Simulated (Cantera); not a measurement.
Cantera with NASA thermochemical tables; ideal gases at 1 bar, condensed phases pure. Values are per mole of reaction as written; species without (g) are pure solids or liquids, kept so even where they would boil at 1 bar.

3 NO₂(g) + 2 V ⇌ 3 NO(g) + V₂O₃, with ΔH° = -1047.5 kJ and ΔS° = -47.8 J/K at 300 K.

Q: How far is the shortcut ΔG° ≈ ΔH°(300 K) − T·ΔS°(300 K) from the full temperature-dependent value at 1723, 1823, 1923, 2023, 2123 K?

A: 
| T (K) | shortcut (kJ) | full (kJ) | difference (kJ) | difference in log10 K |
|---|---|---|---|---|
| 1723 | -965.2 | -1009.6 | 44.4 | -1.34 |
| 1823 | -960.4 | -1009.4 | 49.0 | -1.40 |
| 1923 | -955.7 | -1009.4 | 53.7 | -1.46 |
| 2023 | -950.9 | -1009.5 | 58.6 | -1.51 |
| 2123 | -946.1 | -1009.7 | 63.6 | -1.56 |
The shortcut ignores the heat-capacity change of the reaction.
